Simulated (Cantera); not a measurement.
Input: 1 mol SiC, 0.18 mol N2O, 47 mol N2, equilibrated at 977 °C and 2.80 Pa.

Method: chemical equilibrium by Gibbs-energy minimisation in Cantera with the NASA 1993 tables (ideal gas, pure condensed phases). Candidate condensed phases: C, Si, SiC, SiO2, Si2N2O, Si3N4; 34 gas species. Mutual solubility and eutectic melting of coexisting phases are not modelled. Rates play no part.

Base state: N2 0.997, CO 0.00254, SiO 1.33e-5 (mole fractions); condensed: SiC(s) + Si2N2O(s).

**Question.** What changes in the equilibrium state with this change: SiC replaced by Si3N4?

**Answer.** 
| species | before | after |
|---|---|---|
| N2 | 0.997 | 1.000 |
| SiO | 1.33e-5 | 3.37e-6 |
| CO | 0.00254 | 0 |
| SiC(s), mol | 0.880 | 0 |
| Si2N2O(s), mol | 0.0596 | 0.180 |
| Si3N4(s), mol | 0 | 0.880 |

**Question.** What changes in the equilibrium state with this change: 0.086 mol CH4 added?

**Answer.** 
| species | before | after |
|---|---|---|
| N2 | 0.997 | 0.993 |
| H2 | 0 | 0.00362 |
| CO | 0.00254 | 0.00313 |
| SiO | 1.33e-5 | 1.43e-5 |
| SiC(s), mol | 0.880 | 0.937 |
| Si2N2O(s), mol | 0.0596 | 0.0309 |
Further candidate phases: C6H6, C7H8, C8H18, H2O.
